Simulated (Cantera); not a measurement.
## Ignition delay

Mixture: CH₃OH : O₂ : N₂ = 1.3 : 1.5 : 5.64 (molar parts), equivalence ratio 1.3, at 0.572 atm, adiabatic and at constant volume. Ignition delay is the time to a rise of 400 K.

Computed with Cantera and GRI-Mech 3.0 (53 species, 325 reactions). GRI-Mech 3.0 was tuned for natural gas; its chemistry of methanol as a main component is partial and can be far from experiment.

```json
[
 {"T0 (K)": "1300", "delay (ms)": "3.14"},
 {"T0 (K)": "1350", "delay (ms)": "1.62"},
 {"T0 (K)": "1400", "delay (ms)": "0.885"},
 {"T0 (K)": "1450", "delay (ms)": "0.509"},
 {"T0 (K)": "1500", "delay (ms)": "0.306"},
 {"T0 (K)": "1550", "delay (ms)": "0.193"},
 {"T0 (K)": "1600", "delay (ms)": "0.126"},
 {"T0 (K)": "1650", "delay (ms)": "0.0847"},
 {"T0 (K)": "1700", "delay (ms)": "0.0588"}
]
```

```yaml
apparent activation energy between 1600 and 1700 K: 170 kJ/mol
```
